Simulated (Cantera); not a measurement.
Mixture: CH₄ : CO : O₂ : N₂ = 1 : 1.1 : 2.55 : 9.59 (molar parts), equivalence ratio 1.0, at 37.0 bar, adiabatic and at constant pressure. Ignition delay is the time to a rise of 400 K.

Detailed kinetics in Cantera: GRI-Mech 3.0 (53 species, 325 reactions). The pressure lies above the range GRI-Mech 3.0 was tuned for (to about 10 atm).

Question: Predict: delay at 1123 K; delay at 1223 K; delay at 1323 K; delay at 1423 K; delay at 1523 K; delay at 1623 K; apparent activation energy between 1423 and 1623 K.

Answer: delay at 1123 K: 8.21 ms
delay at 1223 K: 1.81 ms
delay at 1323 K: 0.490 ms
delay at 1423 K: 0.157 ms
delay at 1523 K: 57.2 µs
delay at 1623 K: 23.3 µs
apparent activation energy between 1423 and 1623 K: 180 kJ/mol
